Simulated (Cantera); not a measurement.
Charge: 1 mol Si2H6, 5.3 mol O2, 11 mol N2, equilibrated at 660 Torr.

These are equilibrium values from Cantera (NASA tables, ideal gas, pure condensed phases), not measurements of a reactor. Candidate condensed phases: H2O, Si, SiO2, Si2N2O, Si3N4; 35 gas species. The feed counts by its element totals alone. The tables hold silica as quartz up to 1696 K and as liquid above; real silica turns to tridymite and cristobalite and melts near 1996 K. Gases not in the tables: Si(OH)4. The numbers say what is thermodynamically allowed, not how fast it happens. All values below are at 1898 K.

Base state: N2 0.694, H2O 0.189, O2 0.112, NO 0.00390, OH 0.00147, O 0.000104, H2 7.73e-5 (mole fractions); condensed: SiO2(condensed).

**Question.** What changes in the equilibrium state with this change: Si2H6 replaced by SiF4?

**Answer.** 
```
species                before    after
--------------------  -------  -------
N2                      0.694    0.633
O2                      0.112    0.303
SiF4                        0   0.0578
H2O                     0.189        0
OH                    0.00147        0
H2                    7.73e-5        0
F                           0  2.34e-5
SiF3                        0  1.22e-5
SiO2(condensed), mol     2.00        0
```
The tables' values for SiF3 are old estimates; treat these amounts as uncertain.

**Question.** What changes in the equilibrium state with this change: Si2H6 replaced by SiCl4?

**Answer.** 
```json
[
 {"species": "N2", "before": "0.694", "after": "0.596"},
 {"species": "O2", "before": "0.112", "after": "0.231"},
 {"species": "Cl", "before": "0", "after": "0.117"},
 {"species": "H2O", "before": "0.189", "after": "0"},
 {"species": "Cl2", "before": "0", "after": "0.0501"},
 {"species": "OH", "before": "0.00147", "after": "0"},
 {"species": "ClO", "before": "0", "after": "0.000860"},
 {"species": "SiO2(condensed), mol", "before": "2.00", "after": "1.000"}
]
```
